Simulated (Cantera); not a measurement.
Input: 1 mol HMDSO, 1.4 mol CO2, 48 mol N2, at 1575 K and 9.75 Torr.

Method: chemical equilibrium by Gibbs-energy minimisation in Cantera with the NASA 1993 tables (ideal gas, pure condensed phases). Candidate condensed phases: C, C6H6, C7H8, C8H18, H2O, Si, SiC, SiO2, Si2N2O, Si3N4; 151 gas species. The feed counts by its element totals alone. Kinetics and transport are ignored.

Question: What is the equilibrium state?

Answer: 
```json
{
  "x(N2)": "0.789",
  "x(H2)": "0.148",
  "x(CO)": "0.0623",
  "x(HCN)": "0.000597",
  "x(SiO)": "0.000165",
  "x(H)": "0.000140",
  "x(HNC)": "1.27e-5",
  "x(C2H2 (acetylene))": "3.11e-6",
  "n(C(graphite))": "1.58 mol",
  "n(SiC(s))": "1.99 mol",
  "gas_amount": "60.80 mol",
  "log10 activity of Si(s) (absent)": "-2.02"
}
```
